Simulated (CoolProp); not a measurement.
c-C4F8 (RC318) along the isotherm 158.05 °C: fugacity coefficient from the reference equation and from simpler models built on Tc = 115.2 °C, pc = 27.78 bar, ω = 0.355; each cubic takes its own stable root.

The numbers come from the reference Helmholtz-energy equation of state, Platzer 1990 in CoolProp. This equation is an older, rougher fit; its heat capacities, sound speeds and derivatives of the liquid may be far off and weren't checked against measurements.

```tsv
p (bar)	phase	reference
4.17	gas	0.9661
8.33	gas	0.9327
12.5	gas	0.8996
16.7	gas	0.8668
20.8	gas	0.8351
25	gas	0.8030
29.2	supercritical	0.7713
33.3	supercritical	0.7407
37.5	supercritical	0.7098
41.7	supercritical	0.6795
```

Task: How far does each simpler model (van der Waals, Redlich-Kwong, Soave-Redlich-Kwong) lie from the reference over these 10 states: mean and median of the absolute difference, and the worst?

Result: 
- van der Waals: mean 1.1 %, median 0.7 %, worst -3.5 % at 158.05 °C and 41.7 bar
- Redlich-Kwong: mean 2.1 %, median 2.0 %, worst -4.0 % at 158.05 °C and 41.7 bar
- Soave-Redlich-Kwong: mean 0.2 %, median 0.1 %, worst +0.6 % at 158.05 °C and 41.7 bar
